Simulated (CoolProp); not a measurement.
Properties of carbon monoxide along the isobar 24.8 bar.

Values from CoolProp's reference Helmholtz-energy equation of state, Lemmon 2006. It is a short technical equation, of lower accuracy than the large ones.

```json
[
 {"T (K)": "129.6", "phase": "gas", "Z": "0.6593", "Joule-Thomson coefficient (K/MPa)": "11.42"},
 {"T (K)": "146.3", "phase": "gas", "Z": "0.7997", "Joule-Thomson coefficient (K/MPa)": "8.883"},
 {"T (K)": "163.1", "phase": "gas", "Z": "0.8666", "Joule-Thomson coefficient (K/MPa)": "7.197"},
 {"T (K)": "179.8", "phase": "gas", "Z": "0.9067", "Joule-Thomson coefficient (K/MPa)": "6.006"},
 {"T (K)": "196.5", "phase": "gas", "Z": "0.9332", "Joule-Thomson coefficient (K/MPa)": "5.108"},
 {"T (K)": "213.2", "phase": "gas", "Z": "0.9516", "Joule-Thomson coefficient (K/MPa)": "4.403"},
 {"T (K)": "230", "phase": "gas", "Z": "0.9651", "Joule-Thomson coefficient (K/MPa)": "3.829"},
 {"T (K)": "246.7", "phase": "gas", "Z": "0.9750", "Joule-Thomson coefficient (K/MPa)": "3.358"},
 {"T (K)": "263.4", "phase": "gas", "Z": "0.9825", "Joule-Thomson coefficient (K/MPa)": "2.961"},
 {"T (K)": "280.1", "phase": "gas", "Z": "0.9883", "Joule-Thomson coefficient (K/MPa)": "2.622"},
 {"T (K)": "296.8", "phase": "gas", "Z": "0.9928", "Joule-Thomson coefficient (K/MPa)": "2.328"},
 {"T (K)": "313.6", "phase": "gas", "Z": "0.9964", "Joule-Thomson coefficient (K/MPa)": "2.068"},
 {"T (K)": "330.3", "phase": "gas", "Z": "0.9992", "Joule-Thomson coefficient (K/MPa)": "1.841"},
 {"T (K)": "347", "phase": "gas", "Z": "1.001", "Joule-Thomson coefficient (K/MPa)": "1.639"}
]
```
